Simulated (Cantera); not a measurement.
## Catalytic stagnation flow on Pt

A jet of 3.61 % CH4, 10.1 % O2, 86.3 % N2 at 300 K and 0.0306 atm hits a platinum plate 8.1 cm away at a mass flux of 0.047 kg/m²/s; the plate temperature is set and raised in steps from an oxygen-covered start.

Detailed kinetics in Cantera: Deutschmann's 1995 Pt surface mechanism with GRI-Mech 3.0 gas chemistry. Catalytic surfaces can have several steady states; this one follows from the mechanism file's or the stated starting coverage.

```tsv
plate T (K)	wall x CH4	wall x O2	wall x H2O	wall x OH	wall x CO	wall x CO2	θ free Pt	θ O*
850	0.0284	0.0842	0.0143	1.10e-8	9.19e-6	0.00939	0.203	0.796
900	0.0232	0.0731	0.0241	4.38e-8	1.09e-5	0.0158	0.282	0.717
950	0.0182	0.0625	0.0333	1.37e-7	1.22e-5	0.0219	0.366	0.633
1000	0.0143	0.0542	0.0405	3.72e-7	1.33e-5	0.0267	0.450	0.549
1050	0.0114	0.0481	0.0457	8.89e-7	1.47e-5	0.0302	0.530	0.469
1100	0.00938	0.0439	0.0493	1.91e-6	1.67e-5	0.0326	0.604	0.395
```
x: mole fraction at the wall; θ: surface coverage.
